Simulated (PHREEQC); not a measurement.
Solution (20 °C): 0.0072 mol/kgw KH2PO4 and 0.45 mol/kgw K2CO3. Closed to the air; pH follows from the charge balance.

Model: ion-association model, phreeqc.dat, run in PHREEQC.

Precipitation was switched off in this run.

Task: Order these P species by the share of P that they hold, largest first: PO4-3, KHPO4-, HPO4-2.

Result: PO4-3 (56 %), HPO4-2 (35 %), KHPO4- (8.8 %)

The pH is 11.30 and the ionic strength 1.36 mol/kgw. Caution: at this ionic strength the ion-association model is outside its range; a Pitzer model would be the better tool where its parameters exist.
